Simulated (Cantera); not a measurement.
Feed: 1 mol C₂H₅OH, 0.82 mol CO₂, equilibrated at 13.3 mbar.

Cantera equilibrium calculation (NASA polynomials, part measured and part estimated; ideal gas, pure solids and liquids). Candidate condensed phases: C, C₆H₆, C₇H₈, C₈H₁₈, H₂O; 110 gas species. The numbers say what is thermodynamically allowed, not how fast it happens. All values below are at 1252 °C.

Base state: H₂ 0.532, CO 0.468, H 0.000149 (mole fractions); condensed: C(graphite).

Question: What changes in the equilibrium state with this change: C₂H₅OH replaced by CH₃OH?

Answer: 
```json
[
 {"species": "CO", "before": "0.468", "after": "0.414"},
 {"species": "H₂", "before": "0.532", "after": "0.372"},
 {"species": "H₂O", "before": "4.77e-6", "after": "0.152"},
 {"species": "CO₂", "before": "1.56e-6", "after": "0.0628"},
 {"species": "H", "before": "0.000149", "after": "0.000125"},
 {"species": "C(graphite), mol", "before": "0.180", "after": "0"}
]
```
